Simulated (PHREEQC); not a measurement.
1 kg of water holding 0.33 mol/kgw NaOH meets 20 L of dry gas (CO2 1 by moles) at fixed total pressure, at 80 °C; fugacities by Peng-Robinson. The gases take part in no redox reaction, some water evaporates into the gas, and hydrates or a liquid gas phase aren't modelled. No solid was allowed to form.

Model: Pitzer model, pitzer.dat, run in PHREEQC.

Question: Predict dissolved CO2 (all carbonate carbon) (mol/kgw), φ of CO2 at P (atm) = 2, 100, 400.

Answer: 
```tsv
P (atm)	dissolved CO2 (all carbonate carbon) (mol/kgw)	φ of CO2
2	0.347	0.994
100	1.16	0.716
400	1.71	0.406
```

Species that the database lacks are ignored. Constants without temperature data keep their 25 °C values here.
